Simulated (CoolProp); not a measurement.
Vapour-liquid equilibrium of methanol (1) + benzene (2) at 437.6 K; x and y are mole fractions of (1).

Values from CoolProp's multi-fluid Helmholtz-energy mixture model, de Reuck 1993 and Thol 2012; pair parameters Bell 2016.

| x | bubble pressure (MPa) | y at the bubble point | dew pressure at overall composition x (MPa) | liquid density (mol/L) |
|---|---|---|---|---|
| 0.05 | 0.9953 | 0.217 | 0.8161 | 9.277 |
| 0.2 | 1.410 | 0.469 | 0.9744 | 9.928 |
| 0.35 | 1.630 | 0.572 | 1.187 | 10.77 |
| 0.5 | 1.768 | 0.646 | 1.475 | 11.90 |
| 0.65 | 1.866 | 0.723 | 1.774 | 13.43 |
| 0.8 | 1.930 | 0.820 | 1.921 | 15.49 |
| 0.95 | 1.949 | 0.949 | 1.949 | 18.30 |

y crosses x between x = 0.8 and 0.95: the model has an azeotrope there.

Pair parameters are fitted to limited data, so mixtures are less certain than the pure fluids.
